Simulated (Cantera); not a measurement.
Charge: 1 mol Si, 8.8 mol HCl, 0.71 mol N2, held at 1348 K and 0.810 bar.

Cantera equilibrium calculation (NASA polynomials, part measured and part estimated; ideal gas, pure solids and liquids). Candidate condensed phases: NH4Cl, Si, Si3N4; 28 gas species. The tables' values for SiCl3 are old estimates; treat these amounts as uncertain. Rates play no part.

Base state: HCl 0.569, H2 0.230, SiCl4 0.112, N2 0.0833, SiCl3 0.00280, SiHCl3 0.00256, SiCl2 0.000353 (mole fractions); condensed: gas only.

### Question
What changes in the equilibrium state with this change: HCl from 8.8 to 17 mol?

### Answer
```json
[
 {"species": "HCl", "before": "0.569", "after": "0.779"},
 {"species": "H2", "before": "0.230", "after": "0.119"},
 {"species": "SiCl4", "before": "0.112", "after": "0.0585"},
 {"species": "N2", "before": "0.0833", "after": "0.0425"},
 {"species": "SiCl2", "before": "0.000353", "after": "5.09e-5"},
 {"species": "SiHCl3", "before": "0.00256", "after": "0.000506"}
]
```
